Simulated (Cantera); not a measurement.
A closed system holds: 1 mol Fe₃O₄, 36 mol H₂, 8.8 mol H₂O, held at 1077 °C and 4500 Pa.

Cantera equilibrium calculation (NASA polynomials, part measured and part estimated; ideal gas, pure solids and liquids). Candidate condensed phases: Fe, FeO, Fe(OH)₂, Fe(OH)₃, Fe₂O₃, Fe₃O₄, H₂O; 12 gas species. Mutual solubility and eutectic melting of coexisting phases are not modelled. The tables' stoichiometric FeO is somewhat more stable than real wüstite, so its field is too wide. FeO: taken at fixed stoichiometry. The numbers say what is thermodynamically allowed, not how fast it happens.

Q: What is the equilibrium state?

A: 
```json
{
  "x(H₂)": "0.740",
  "x(H₂O)": "0.260",
  "x(H)": "9.66e-6",
  "n(Fe(γ))": "1.86 mol",
  "n(FeO(s))": "1.14 mol",
  "gas_amount": "44.80 mol",
  "log10 activity of Fe(OH)₂(s) (absent)": "-7.35",
  "log10 activity of Fe(OH)₃(s) (absent)": "-13.39"
}
```
